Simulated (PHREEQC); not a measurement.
0.035 g of hydrous ferric oxide (600 m²/g; 0.2 weak and 0.005 strong sites per Fe, Dzombak-Morel constants, diffuse double layer) in 1 kg of water with 0.01 mol/kgw of an inert sodium salt and 3e-06 mol/kgw CaCl2, at 25 °C; the pH is set by adding NaOH or the inert anion's acid. Oxygen alone is held at its pressure in air (log pO2 = -0.68). CO2 from the air is kept out. No solid was allowed to form.

The series has 13 steps of pH, from 3 to 11.

Model: ion-association model, wateq4f.dat, run in PHREEQC.

Near which pH is half of the Ca sorbed, and on which side is more sorbed?

Near pH 8.9, with more sorbed at higher pH.

Species that the database lacks are ignored. The oxide is taken as insoluble; below pH 4 it would dissolve.
